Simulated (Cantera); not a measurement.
Equilibrium for silicon oxide and oxynitride deposition: SiH2Cl2 + NO + N2

Input: 1 mol SiH2Cl2, 4.4 mol NO, 130 mol N2, at 477 °C and 1.33 mbar.

These are equilibrium values from Cantera (NASA tables, ideal gas, pure condensed phases), not measurements of a reactor. Candidate condensed phases: H2O, NH4Cl, Si, SiO2, Si2N2O, Si3N4; 47 gas species. Kinetics and transport are ignored.

```json
{
 "x(N2)": "0.977",
 "x(HCl)": "0.0121",
 "x(O2)": "0.00821",
 "x(H2O)": "0.00132",
 "x(Cl2)": "0.00132",
 "x(Cl)": "2.70e-6",
 "n(SiO2(α-quartz))": "1.00 mol",
 "gas_amount": "135.3 mol",
 "log10 activity of Si(s) (absent)": "-48.97"
}
```
